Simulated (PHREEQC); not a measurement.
Make-up at 25 °C: 0.025 mol/kgw NaOH, 0.11 mol/kgw NaAlO2 and 0.098 mol/kgw (CH3)4NCl. Closed to the air; pH follows from the charge balance.

The numbers come from PHREEQC with the ion-association model, phreeqc.dat.

| quantity | before | after |
|---|---|---|
| pH | 12.24 | 12.07 |
| ionic strength (mol/kgw) | 0.233 | 0.233 |
| Al(OH)3 (mol/kgw) | 2.32e-8 | 3.12e-8 |
| SI of Gibbsite (Al(OH)3) | +1.22 | +1.15 |
| SI of Halite (NaCl) | -3.73 | -3.74 |

**Question.** Which change was made?
A) NaAlO2 from 0.11 to 0.165 mol/kgw
B) diluted 5-fold with water
C) temperature from 25 to 10 °C
D) temperature from 25 to 30 °C
E) temperature from 25 to 65 °C

**Answer.** D, temperature from 25 to 30 °C

This is a speciation only: nothing precipitates in the calculation. Some of these states are supersaturated (in Gibbsite (slow to form), for instance). (CH3)4N+ isn't in the database: it is added as a free cation with an ion size of 4 Å.
